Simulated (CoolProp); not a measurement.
Computed with CoolProp (reference Helmholtz-energy equation of state, Gao 2020).

Problem. For ammonia, give the phase and the cp (kJ/(kg K)), cv (kJ/(kg K)), Prandtl number at 443.5 K and 231 bar; 443.5 K and 308 bar; 443.5 K and 846 bar.

Solution. 
- 443.5 K and 231 bar: supercritical; cp 9.45, cv 2.81, Prandtl number 1.89
- 443.5 K and 308 bar: supercritical; cp 6.62, cv 2.69, Prandtl number 1.38
- 443.5 K and 846 bar: supercritical; cp 4.47, cv 2.63, Prandtl number 0.928

Viscosity comes from a separate model (Fenghour 1995). Thermal conductivity comes from a separate model (Tufeu 1984).
